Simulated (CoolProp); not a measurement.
Properties of carbon dioxide along the isobar 101 kPa (Tc = 304.1 K, pc = 7377 kPa, ω = 0.224).

The numbers come from the reference Helmholtz-energy equation of state, Span 1996 in CoolProp.

| T (K) | phase | density (kg/m³) | cv (kJ/(kg K)) | Joule-Thomson coefficient (K/MPa) | conductivity (mW/(m K)) | fugacity coefficient |
|---|---|---|---|---|---|---|
| 274.9 | gas | 1.958 | 0.6338 | 13.49 | 14.9 | 0.9935 |
| 299 | gas | 1.797 | 0.6583 | … | 16.7 | 0.9950 |
| 323 | gas | 1.662 | 0.6820 | 8.933 | 18.6 | 0.9962 |
| 347 | gas | 1.545 | 0.7047 | 7.485 | … | 0.9970 |
| 371 | gas | 1.444 | 0.7263 | 6.364 | 22.4 | 0.9976 |
| 395 | gas | 1.356 | … | 5.476 | 24.3 | 0.9981 |
| 419 | gas | 1.278 | … | 4.760 | 26.3 | 0.9985 |
| 443 | gas | 1.208 | … | … | 28.2 | 0.9988 |
| 467.1 | gas | 1.146 | 0.8027 | 3.683 | … | 0.9990 |
| 491.1 | gas | 1.089 | 0.8195 | 3.272 | 32.2 | 0.9992 |

Some entries are withheld; supply them.


- 299, Joule-Thomson coefficient (K/MPa): 10.85
- 347, conductivity (mW/(m K)): 20.5
- 395, cv (kJ/(kg K)): 0.7468
- 419, cv (kJ/(kg K)): 0.7664
- 443, cv (kJ/(kg K)): 0.7849
- 443, Joule-Thomson coefficient (K/MPa): 4.173
- 467.1, conductivity (mW/(m K)): 30.2

Thermal conductivity comes from a separate model (Huber 2016).
